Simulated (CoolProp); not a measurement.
n-decane along the isobar 2930 kPa: fugacity coefficient from the reference equation and from simpler models built on Tc = 344.5 °C, pc = 2101 kPa, ω = 0.488; each cubic takes its own stable root.

Model: reference Helmholtz-energy equation of state, Lemmon 2006, in CoolProp. It is a short technical equation, of lower accuracy than the large ones.

```csv
T (°C),phase,reference,Soave-Redlich-Kwong,Peng-Robinson
266.35,liquid,___,___,___
276.45,liquid,0.2426,___,0.2487
286.45,liquid,0.2750,0.2942,0.2817
296.55,liquid,___,___,0.3170
306.55,liquid,0.3459,0.3692,0.3534
316.65,liquid,0.3839,0.4090,0.3915
326.75,liquid,0.4233,0.4495,0.4304
336.75,liquid,0.4630,0.4898,0.4690
346.85,supercritical,0.5035,0.5299,0.5075
```

Question: Complete the blanks.

Answer: 
- 266.35, reference: 0.2120
- 266.35, Soave-Redlich-Kwong: 0.2268
- 266.35, Peng-Robinson: 0.2174
- 276.45, Soave-Redlich-Kwong: 0.2596
- 296.55, reference: 0.3097
- 296.55, Soave-Redlich-Kwong: 0.3310
